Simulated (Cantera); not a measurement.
Input: 1 mol BF3, 11 mol N2, 0.1 mol H2O, equilibrated at 1248 K and 360 Torr.

Cantera equilibrium calculation (NASA polynomials, part measured and part estimated; ideal gas, pure solids and liquids). Gases not in the tables: H3BO3. The numbers say what is thermodynamically allowed, not how fast it happens.

```csv
species,before,after
N2,0.906,0.896
BF3,0.0750,0.0684
HF,0.0146,0.0262
H2O,0.000900,0.00395
HBO2,2.99e-5,9.13e-5
B3O3F3,0.00188,0.00364
BOF,0.00164,0.00205
```
Gas species are given as mole fractions.

### Question
Name the change that produced these shifts.
(A) H2O from 0.1 to 0.21 mol
(B) temperature from 1248 K to 1398 K
(C) pressure from 360 Torr to 4.50 Torr
(D) pressure from 360 Torr to 75.0 Torr

### Answer
A, H2O from 0.1 to 0.21 mol
